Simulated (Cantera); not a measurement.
# Ammonia decomposition in nitride growth gas

An isothermal, constant-pressure homogeneous reactor starts with NH3 : N2 = 1 : 0.69 (molar parts), at 2025 K and 0.132 atm.

Cantera simulation using the gas-phase N/H chemistry of the illustrative SiF4/NH3 mechanism in the Surface Chemkin manual (1991); the numbers are that mechanism's predictions, not measurements. Walls and surfaces, which speed up NH3 decomposition in real reactors, are not modelled.

```csv
t (s),x NH3,x N2H4,x H,x N2H2,x NH
5.00e-5,0.592,5.83e-10,5.81e-7,1.95e-8,7.61e-8
0.000205,0.591,9.60e-9,7.19e-7,4.55e-7,1.59e-6
0.000841,0.589,7.51e-8,2.64e-6,4.39e-6,8.15e-6
0.00345,0.578,8.50e-8,1.04e-5,5.41e-6,1.09e-5
0.0141,0.537,6.47e-8,3.75e-5,4.82e-6,1.38e-5
0.0580,0.405,3.73e-8,0.000128,3.22e-6,1.57e-5
0.238,0.153,9.45e-9,0.000399,9.49e-7,1.26e-5
0.975,0.00622,1.30e-10,0.00154,2.75e-8,4.54e-6
4.00,2.34e-5,<1e-12,0.00395,5.10e-12,1.12e-7
```
x: mole fraction; the columns are a selection and need not sum to one.

Equilibrium at this temperature and pressure: NH3 7.03e-7, N2H4 <1e-12, H 0.00395, N2H2 <1e-12, NH 3.38e-9 (gas phase only).
